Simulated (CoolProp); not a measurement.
The fluid at 298.15 K and 3.49 MPa flows at 10 m/s in a round tube of 2 mm bore and 0.25 µm roughness, fully developed (64/Re and Nu = 3.66 if laminar; Colebrook and Gnielinski if turbulent). The same conditions are run with several fluids, on thermodynamics alone (safety and materials aside).

Computed with CoolProp (reference Helmholtz-energy equation of state of each fluid (ammonia: Gao 2020; R227EA: Lemmon 2016; R507A: Lemmon 2003; n-hexane: Thol 2019; R143a: Lemmon and Jacobsen 2000)). Blends and air are pseudo-pure fits.

```json
[
 {"fluid": "ammonia", "Reynolds number": "90400", "Darcy friction factor": "0.0190", "pressure drop (Pa/m)": "287000", "heat-transfer coefficient (W/(m² K))": "60400", "mass flow (kg/h)": "68.5"},
 {"fluid": "R227EA", "Reynolds number": "[?]", "Darcy friction factor": "[?]", "pressure drop (Pa/m)": "[?]", "heat-transfer coefficient (W/(m² K))": "[?]", "mass flow (kg/h)": "160"},
 {"fluid": "R507A", "Reynolds number": "156000", "Darcy friction factor": "0.0173", "pressure drop (Pa/m)": "[?]", "heat-transfer coefficient (W/(m² K))": "[?]", "mass flow (kg/h)": "121"},
 {"fluid": "n-hexane", "Reynolds number": "42600", "Darcy friction factor": "0.0221", "pressure drop (Pa/m)": "363000", "heat-transfer coefficient (W/(m² K))": "16200", "mass flow (kg/h)": "74.5"},
 {"fluid": "R143a", "Reynolds number": "162000", "Darcy friction factor": "0.0171", "pressure drop (Pa/m)": "[?]", "heat-transfer coefficient (W/(m² K))": "21400", "mass flow (kg/h)": "[?]"}
]
```

Problem. Some entries are withheld; supply them.

Solution. 
- R227EA, Reynolds number: 109000
- R227EA, Darcy friction factor: 0.0183
- R227EA, pressure drop (Pa/m): 647000
- R227EA, heat-transfer coefficient (W/(m² K)): 17400
- R507A, pressure drop (Pa/m): 463000
- R507A, heat-transfer coefficient (W/(m² K)): 20700
- R143a, pressure drop (Pa/m): 408000
- R143a, mass flow (kg/h): 108

Transport values come from each fluid's own correlations; those of R227EA, R143a are estimates that may be off by 10 % or more.
